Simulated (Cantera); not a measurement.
# Equilibrium for iron carbonyl, mercury and lead vapours: PbO + N2

A closed system holds: 1 mol PbO, 69 mol N2, held at 723.15 K and 1 atm.

These are equilibrium values from Cantera (NASA tables, ideal gas, pure condensed phases), not measurements of a reactor. Candidate condensed phases: Pb, PbO, PbO2, Pb3O4; 12 gas species. Equilibrium is a limit: real reactors are often held back by kinetics, nucleation or transport.

```
Quantity                                 Value
-----------------------------------  ---------
x(N2)                                     1.00
n(PbO(red))                           1.00 mol
gas amount                           69.00 mol
log10 activity of Pb(l) (absent)         -4.47
log10 activity of Pb3O4(s) (absent)      -6.36
log10 activity of PbO2(s) (absent)       -7.21
```
